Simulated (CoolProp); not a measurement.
Vapour-liquid equilibrium of propane (1) + sulfur dioxide (2) at 294.8 K; x and y are mole fractions of (1).

Values from CoolProp's multi-fluid Helmholtz-energy mixture model, Lemmon 2009 and Gao 2016; pair parameters Bell 2016.

```json
[
 {"x": "0.05", "bubble pressure, mixture model (bar)": "6.689", "bubble pressure, Raoult's law (bar)": "3.762", "y, mixture model": "0.474", "y, Raoult's law": "0.116"},
 {"x": "0.2", "bubble pressure, mixture model (bar)": "___", "bubble pressure, Raoult's law (bar)": "4.547", "y, mixture model": "0.648", "y, Raoult's law": "0.384"},
 {"x": "0.35", "bubble pressure, mixture model (bar)": "___", "bubble pressure, Raoult's law (bar)": "5.332", "y, mixture model": "___", "y, Raoult's law": "0.573"},
 {"x": "0.5", "bubble pressure, mixture model (bar)": "9.950", "bubble pressure, Raoult's law (bar)": "6.117", "y, mixture model": "0.660", "y, Raoult's law": "0.714"},
 {"x": "0.65", "bubble pressure, mixture model (bar)": "___", "bubble pressure, Raoult's law (bar)": "6.902", "y, mixture model": "0.685", "y, Raoult's law": "0.822"},
 {"x": "0.8", "bubble pressure, mixture model (bar)": "9.990", "bubble pressure, Raoult's law (bar)": "7.687", "y, mixture model": "0.754", "y, Raoult's law": "0.909"},
 {"x": "0.95", "bubble pressure, mixture model (bar)": "9.248", "bubble pressure, Raoult's law (bar)": "8.472", "y, mixture model": "0.910", "y, Raoult's law": "0.979"}
]
```

### Question
Complete the blanks.

### Answer

- 0.2, bubble pressure, mixture model (bar): 9.733
- 0.35, bubble pressure, mixture model (bar): 9.923
- 0.35, y, mixture model: 0.657
- 0.65, bubble pressure, mixture model (bar): 10.06

The largest gap from Raoult's law is +114.1 % in bubble pressure, at x = 0.2. y crosses x between x = 0.65 and 0.8: the model has an azeotrope there.

Pair parameters are fitted to limited data, so mixtures are less certain than the pure fluids. With so large a gap from Raoult's law the liquid may split in two, which this calculation doesn't test in full.
